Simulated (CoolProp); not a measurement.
Vapour-liquid equilibrium of ethylene (1) + propylene (2) at 182.1 K; x and y are mole fractions of (1).

Model: multi-fluid Helmholtz-energy mixture model, Smukala 2000 and Lemmon 2013; pair parameters Bell 2016, in CoolProp.

Q: Give the bubble pressure and the first vapour's composition at x = 0.05, 0.45, 0.85. Is there an azeotrope?

A: x = 0.05: 0.01871 MPa, y = 0.585; x = 0.45: 0.09986 MPa, y = 0.952; x = 0.85: 0.1733 MPa, y = 0.991. No azeotrope shows between x = 0.05 and 0.95.

The pair parameters rest on a limited set of measurements; away from them the model extrapolates.
